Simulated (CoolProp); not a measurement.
A simple Rankine cycle with n-perfluorobutane: condensing at 330.15 K, boiler at 1.86 MPa, turbine inlet 415.5 K, turbine efficiency 0.65, pump efficiency 0.7, no recuperator. Each further row changes one setting.

The numbers come from the reference Helmholtz-energy equation of state, Gao 2022 in CoolProp.

```tsv
case	thermal efficiency (%)	net work (kJ/kg)	heat in (kJ/kg)	turbine exit temperature (K)	volume ratio over the turbine
as stated	4.6	6.68	147	397.8	3.20
turbine inlet 435.5 K	4.4	7.39	168	418.8	3.07
condensing temperature 322.15 K	5.3	8.29	156	395.1	3.99
boiler pressure 1.3 MPa	3.2	4.80	152	405.3	2.07
turbine efficiency 0.55	3.7	5.46	147	399.1	3.21
```
